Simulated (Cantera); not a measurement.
## N2O furnace oxynitridation

An isothermal, constant-pressure homogeneous reactor starts with N₂O : O₂ = 0.12 : 0.083 (molar parts), at 1123 K and 0.240 bar.

Model: GRI-Mech 3.0 (53 species, 325 reactions), integrated in Cantera. GRI-Mech 3.0 was tuned for natural gas; its chemistry of N2O as a main component is partial and can be far from experiment. The mechanism lacks the step 2 NO + O2 → 2 NO2, which can matter for NO2 below about 1400 K. The temperature is held fixed by assumption; the heat of reaction is taken as removed at once.

```
t (s)      x N₂O   x O₂     x NO₂      x N₂      x NO      x O
--------  ------  -----  --------  --------  --------  -------
2.00e-6    0.591  0.409    <1e-12   1.84e-8  4.96e-11  1.78e-8
7.10e-6    0.591  0.409    <1e-12   6.79e-8  6.04e-10  6.02e-8
2.52e-5    0.591  0.409    <1e-12   2.69e-7   6.82e-9  1.83e-7
8.93e-5    0.591  0.409    <1e-12   1.18e-6   6.19e-8  4.00e-7
0.000317   0.591  0.409    <1e-12   5.05e-6   3.60e-7  4.97e-7
0.00112    0.591  0.409  1.46e-11   1.91e-5   1.47e-6  4.99e-7
0.00399    0.591  0.409  1.96e-10   6.89e-5   5.40e-6  4.99e-7
0.0141     0.591  0.409   2.47e-9  0.000246   1.93e-5  4.99e-7
0.0502     0.590  0.409   2.93e-8  0.000872   6.87e-5  4.99e-7
0.178      0.587  0.410   2.96e-7   0.00308  0.000243  4.99e-7
0.631      0.577  0.412   2.06e-6    0.0108  0.000851  4.98e-7
2.24       0.542  0.419   8.89e-6    0.0369   0.00289  4.93e-7
7.95       0.437  0.440   2.92e-5     0.114   0.00891  4.77e-7
28.2       0.222  0.483   7.06e-5     0.275    0.0208  4.11e-7
100       0.0360  0.521  0.000111     0.414    0.0289  1.77e-7
```
x: mole fraction; the columns are a selection and need not sum to one.

Equilibrium at this temperature and pressure: N₂O 3.53e-9, O₂ 0.544, NO₂ 2.53e-6, N₂ 0.456, NO 0.000128, O 6.66e-9 (gas phase only).
